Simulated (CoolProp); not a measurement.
R410A along the isobar 62.1 bar: fugacity coefficient from the reference equation and from simpler models built on Tc = 344.5 K, pc = 49.01 bar, ω = 0.296; each cubic takes its own stable root.

Model: reference Helmholtz-energy equation of state, Lemmon 2003, in CoolProp. It is a pseudo-pure fit of the blend.

```
T (K)          phase  reference
-----  -------------  ---------
215           liquid    0.01323
229.4         liquid    0.02670
243.8         liquid    0.04853
258.1         liquid    0.08071
272.5         liquid     0.1255
286.9         liquid     0.1836
301.2         liquid     0.2546
315.6         liquid     0.3383
330           liquid     0.4317
358.7  supercritical     0.6182
373.1  supercritical     0.6752
```

Task: How far does each simpler model (van der Waals, Redlich-Kwong, Soave-Redlich-Kwong, Peng-Robinson) lie from the reference over these 11 states: mean and median of the absolute difference, and the worst?

Result: 
- van der Waals: mean 176.5 %, median 88.1 %, worst +692.1 % at 215 K and 62.1 bar
- Redlich-Kwong: mean 43.4 %, median 33.8 %, worst +119.0 % at 215 K and 62.1 bar
- Soave-Redlich-Kwong: mean 5.7 %, median 6.6 %, worst +7.7 % at 301.2 K and 62.1 bar
- Peng-Robinson: mean 2.3 %, median 2.5 %, worst +3.3 % at 286.9 K and 62.1 bar
